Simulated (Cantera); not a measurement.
Input: 1 mol Si, a varied amount of HF, 15 mol N2, equilibrated at 1023 K and 0.133 bar.

Cantera equilibrium calculation (NASA polynomials, part measured and part estimated; ideal gas, pure solids and liquids). Candidate condensed phases: Si, Si3N4; 37 gas species. N2 is the only nitrogen source here; it is nearly inert below about 1500 K, so the nitride shown seldom forms there in practice. Equilibrium is a limit: real reactors are often held back by kinetics, nucleation or transport.

Which condensed phases are stable at each of these points (n(HF) (mol)): 2.2, 3.4, 4.6, 5.8, 7, 8.2, 9.4?


```
n(HF) (mol)  condensed phases  Si condensed (%)
-----------  ----------------  ----------------
2.2                  Si3N4(s)              45.1
3.4                  Si3N4(s)              15.1
4.6                  gas only               0.0
5.8                  gas only               0.0
7                    gas only               0.0
8.2                  gas only               0.0
9.4                  gas only               0.0
```

From 2.2 mol HF to 3.4 mol HF the condensed part is Si3N4(s). From 4.6 mol HF to 9.4 mol HF nothing is condensed.
